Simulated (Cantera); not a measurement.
Charge: 1 mol CH₃OH, 0.12 mol O₂, at 777 °C and 5.70 mbar.

Cantera equilibrium calculation (NASA polynomials, part measured and part estimated; ideal gas, pure solids and liquids). Candidate condensed phases: C, C₆H₆, C₇H₈, C₈H₁₈, H₂O; 110 gas species. Rates play no part.

Base state: H₂ 0.616, CO 0.304, H₂O 0.0506, CO₂ 0.0294 (mole fractions); condensed: gas only.

**Question.** What changes in the equilibrium state with this change: O₂ from 0.12 to 0.43 mol?

**Answer.** 
| species | before | after |
|---|---|---|
| H₂ | 0.616 | 0.483 |
| CO | 0.304 | 0.230 |
| H₂O | 0.0506 | 0.184 |
| CO₂ | 0.0294 | 0.103 |
